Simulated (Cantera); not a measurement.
Input: 1 mol CH3SiCl3, 0.022 mol C3H8, 2.8 mol H2, held at 1402 °C and 0.00133 bar.

Cantera equilibrium calculation (NASA polynomials, part measured and part estimated; ideal gas, pure solids and liquids). Candidate condensed phases: C, C6H6, C7H8, C8H18, Si, SiC; 109 gas species. The feed counts by its element totals alone. The tables' values for SiCl3, SiCl are old estimates; treat these amounts as uncertain. Equilibrium is a limit: real reactors are often held back by kinetics, nucleation or transport.

Base state: H2 0.511, HCl 0.465, SiCl2 0.0205, H 0.00227, Cl 0.00161, SiCl3 0.000444, C2H2 (acetylene) 2.96e-5, SiCl4 2.00e-5 (mole fractions); condensed: C(graphite) + SiC(s).

**Question.** What changes in the equilibrium state with this change: temperature from 1402 °C to 1427 °C?

**Answer.** 
```csv
species,before,after
H2,0.511,0.512
HCl,0.465,0.461
SiCl2,0.0205,0.0221
SiCl,1.99e-5,2.88e-5
SiCl4,2.00e-5,1.56e-5
"C(graphite), mol",0.190,0.199
"SiC(s), mol",0.876,0.867
```
